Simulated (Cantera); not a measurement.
An isothermal, constant-pressure homogeneous reactor starts with CO : O₂ : H₂O : N₂ = 0.019 : 0.047 : 0.00036 : 1 (molar parts), at 900 K and 0.680 bar. Integrator tolerance rtol = 1e-08.

Detailed kinetics in Cantera: GRI-Mech 3.0 (53 species, 325 reactions).

Task: What does this change do: 0.032 parts H2 added?

Result: 
```json
[
 {"quantity": "x(CO) at 2.00 s", "before": "0.0178 (gas-phase equilibrium <1e-12)", "after": "0.0117 (gas-phase equilibrium <1e-12)"},
 {"quantity": "x(O₂) at 2.00 s", "before": "0.0441 (gas-phase equilibrium 0.0355)", "after": "0.0282 (gas-phase equilibrium 0.0200)"},
 {"quantity": "x(H₂O) at 2.00 s", "before": "0.000338 (gas-phase equilibrium 0.000341)", "after": "0.0248 (gas-phase equilibrium 0.0302)"},
 {"quantity": "x(N₂O) at 2.00 s", "before": "3.06e-11 (gas-phase equilibrium 3.48e-10)", "after": "9.76e-9 (gas-phase equilibrium 2.58e-10)"},
 {"quantity": "x(HO₂) at 2.00 s", "before": "6.69e-9 (gas-phase equilibrium 2.20e-12)", "after": "8.75e-6 (gas-phase equilibrium 1.35e-11)"},
 {"quantity": "x(O) at 2.00 s", "before": "9.98e-10 (gas-phase equilibrium 1.24e-12)", "after": "1.16e-7 (gas-phase equilibrium <1e-12)"},
 {"quantity": "x(H) at 2.00 s", "before": "1.51e-11 (gas-phase equilibrium <1e-12)", "after": "1.60e-7 (gas-phase equilibrium <1e-12)"}
]
```
Below about 950 K walls govern HO2 and H2O2 in real vessels. The temperature is held fixed by assumption; the heat of reaction is taken as removed at once.
